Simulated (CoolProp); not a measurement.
Vapour-liquid equilibrium of R1234yf (1) + R152A (2) at 0.0677 bar; x and y are mole fractions of (1).

Model: multi-fluid Helmholtz-energy mixture model, Lemmon 2022 and Outcalt 1996; pair parameters Bell 2023, in CoolProp.

Problem. Give the bubble temperature and the first vapour's composition at x = 0.05, 0.15, 0.35. Is there an azeotrope?

Solution. x = 0.05: 200.6 K, y = 0.103; x = 0.15: 199.5 K, y = 0.256; x = 0.35: 198.0 K, y = 0.464. No azeotrope shows between x = 0.05 and 0.95.

Pair parameters are fitted to limited data, so mixtures are less certain than the pure fluids.
